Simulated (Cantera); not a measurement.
Cantera run, input and output.

```python
import numpy as np
import cantera as ct

gas = ct.Solution("gri30.yaml")
gas.TPX = 1475, 101325, {'CO': 0.0013, 'O2': 0.016, 'H2O': 0.001, 'N2': 1}
inlet = ct.Reservoir(gas, clone=True)

reactor = ct.IdealGasConstPressureReactor(gas, energy="off", clone=False)
exhaust = ct.Reservoir(gas, clone=True)
tau = [0.34, 0.21, 0.13, 0.078, 0.048, 0.029, 0.018, 0.011, 0.0066, 0.004, 0.0025][0]
for a, b in ((inlet, reactor), (reactor, exhaust)):
    ct.MassFlowController(a, b, mdot=lambda t: reactor.mass / tau)
net = ct.ReactorNet([reactor])
show = ['CO', 'O2', 'H2O', 'NO', 'H2O2']

rows = []
print(f"{'tau/s':>10s}{'T/K':>9s}" + "".join(f"{s:>11s}" for s in show))
for tau in [0.34, 0.21, 0.13, 0.078, 0.048, 0.029, 0.018, 0.011, 0.0066, 0.004, 0.0025]:
    net.initial_time = 0.0
    net.advance(30 * tau)
    before = gas.X
    net.advance(40 * tau)
    drift = np.max(np.abs(gas.X - before) / (gas.X + 1e-9))
    rows.append([gas.T, *gas[show].X, drift])
    print(f"{tau:10.3e}{gas.T:9.1f}" + "".join(f"{x:11.3e}" for x in gas[show].X))
```

Output:

```
     tau/s      T/K         CO         O2        H2O         NO       H2O2
 3.400e-01   1475.0  5.215e-05  1.509e-02  9.696e-04  1.221e-06  1.108e-09
 2.100e-01   1475.0  7.220e-05  1.510e-02  9.674e-04  1.140e-06  1.434e-09
 1.300e-01   1475.0  9.936e-05  1.511e-02  9.648e-04  1.028e-06  1.843e-09
 7.800e-02   1475.0  1.388e-04  1.512e-02  9.616e-04  8.813e-07  2.382e-09
 4.800e-02   1475.0  1.892e-04  1.513e-02  9.580e-04  7.278e-07  2.997e-09
 2.900e-02   1475.0  2.584e-04  1.516e-02  9.539e-04  5.673e-07  3.727e-09
 1.800e-02   1475.0  3.429e-04  1.519e-02  9.497e-04  4.246e-07  4.461e-09
 1.100e-02   1475.0  4.522e-04  1.523e-02  9.455e-04  2.934e-07  5.174e-09
 6.600e-03   1475.0  5.897e-04  1.529e-02  9.421e-04  1.797e-07  5.698e-09
 4.000e-03   1475.0  7.446e-04  1.536e-02  9.413e-04  9.408e-08  5.759e-09
 2.500e-03   1475.0  8.991e-04  1.544e-02  9.442e-04  4.024e-08  5.156e-09
```

Detailed kinetics in Cantera: GRI-Mech 3.0 (53 species, 325 reactions).
